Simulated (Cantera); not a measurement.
A Cantera script and what it prints.

```python
import numpy as np
import cantera as ct

gas_names = """
    B BN BO BO2 B2 B2O B2O2 B2O3 N NO NO2 NO3 N2 N2O O O2 O3
""".split()
cond_names = """
    B(b) B(L) BN(s) B2O3(L)
""".split()


# ... load() reads the species with a 1 bar reference pressure and builds the phases ...
atoms = {
    'B2O3': {'B': 2, 'O': 3},
    'O2': {'O': 2},
    'N2': {'N': 2},
}
top_T = {'BN(s)': 3200}  # K; cautious upper limits of use, not melting points


# ... equilibrate(T, P, feed) seeds the gas with the atoms and calls Mixture.equilibrate('TP', solver="vcs", rtol=1e-11, max_steps=5000) ...
results = []
feed = {'B2O3': 1, 'O2': 7.5, 'N2': 0.17}  # mol
T = 1923  # K
for P in [10, 37, 140, 520, 1900, 7200, 27000, 100000]:
    mix = equilibrate(T, P, feed)
    results.append((T, P, feed, dict(zip(mix.species_names, mix.species_moles))))

top = {s: max(r[3][s] / sum(r[3][g] for g in gas_names) for r in results) for s in gas_names}
cols = sorted((s for s in top if top[s] > 0.0001), key=lambda s: -top[s])[:8]
seen = [c for c in cond_names if any(r[3].get(c, 0) > 1e-12 for r in results)]
print("log10 of partial pressures in bar; condensed amounts in mol")
print(f"{'P/Pa':>10s}" + "".join(f"{s[:9]:>10s}" for s in cols + seen))
for T, P, feed, n in results:
    ng = sum(n[g] for g in gas_names)
    print(f"{P:10.4g}" + "".join(f"{np.log10(max(n[s] / ng * P / 1e5, 1e-99)):10.3f}" for s in cols)
          + "".join(f"{n.get(c, 0):10.4g}" for c in seen))
```

Result:

```
log10 of partial pressures in bar; condensed amounts in mol
      P/Pa        O2      B2O3       BO2         O        N2        NO        BO   B2O3(L)
        10    -4.096    -5.112    -5.169    -5.489    -5.744    -6.741    -7.123         0
        37    -3.516    -4.494    -4.715    -5.199    -5.170    -6.164    -6.959         0
       140    -2.931    -3.880    -4.262    -4.907    -4.589    -5.581    -6.798         0
       520    -2.357    -3.285    -3.821    -4.620    -4.017    -5.008    -6.644         0
      1900    -1.791    -2.705    -3.389    -4.337    -3.453    -4.443    -6.496         0
      7200    -1.210    -2.113    -2.948    -4.047    -2.874    -3.863    -6.345         0
   2.7e+04    -0.611    -1.773    -2.628    -3.747    -2.276    -3.264    -6.324    0.4488
     1e+05    -0.019    -1.773    -2.480    -3.451    -1.685    -2.673    -6.472     0.855
```

Cantera equilibrium calculation (NASA polynomials, part measured and part estimated; ideal gas, pure solids and liquids).
